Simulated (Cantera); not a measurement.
A perfectly stirred reactor is fed with 13.7 % H2, 7.19 % O2, 79.1 % N2, at 750 Torr; it is held at 1250 K, and followed from long to short residence time.

Cantera simulation using the H2/O2 subset of GRI-Mech 3.0, which has no nitrogen chemistry; the numbers are that mechanism's predictions, not measurements. The temperature is held fixed by assumption; the heat of reaction is taken as removed at once.

One state of this run: x H2 = 0.000261; x O2 = 0.00397; x H2O = 0.146; x OH = 9.48e-5; x O = 7.10e-6. x: mole fraction; the columns are a selection and need not sum to one.

Which value of τ (s) does it belong to?
(A) 0.028
(B) 4.7
(C) 0.10
(D) 1.3

D, 1.3
